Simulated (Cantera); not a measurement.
A freely propagating, adiabatic, planar premixed flame of C3H8 : O2 : N2 = 1 : 4.17 : 14.6 (molar parts), unburnt at 525 K and 0.415 atm; mixture-averaged transport, grid criteria slope 0.08 and curve 0.16, no radiation.

Detailed kinetics in Cantera: GRI-Mech 3.0 (53 species, 325 reactions). GRI-Mech 3.0 was tuned for natural gas; its chemistry of propane as a main component is partial and can be far from experiment. Burning velocities carry a grid error of a few per cent, more on coarse grids.

Q: Predict: laminar burning velocity; thermal thickness; peak x(HCO); peak x(H2O2).

A: 
* **laminar burning velocity**: 152 cm/s
* **thermal thickness**: 0.557 mm
* **peak x(HCO)**: 0.000154
* **peak x(H2O2)**: 1.13e-5
